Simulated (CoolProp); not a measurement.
A single-stage vapour-compression cycle with CH3F (R41): evaporating at 222.15 K (dew point), condensing at 253.15 K (bubble point), superheat 5 K, subcooling 2 K, compressor efficiency 0.6, no pressure losses. Each further row changes one setting.

Model: reference Helmholtz-energy equation of state, Lemmon 2006, in CoolProp. It is a short technical equation, of lower accuracy than the large ones.

```tsv
case	cooling COP	pressure ratio	discharge temperature (K)	refrigerating effect (kJ/kg)	volumetric capacity (kJ/m³)
as stated	3.64	3.05	326.9	388	2860
evaporating temperature 227.15 K	4.54	2.49	312.9	391	3490
condensing temperature 248.15 K	4.46	2.60	311.3	400	2940
subcooling 7 K	3.75	3.05	326.9	400	2940
superheat 15 K	3.55	3.05	342.0	401	2790
compressor efficiency 0.5	3.03	3.05	343.3	388	2860
```
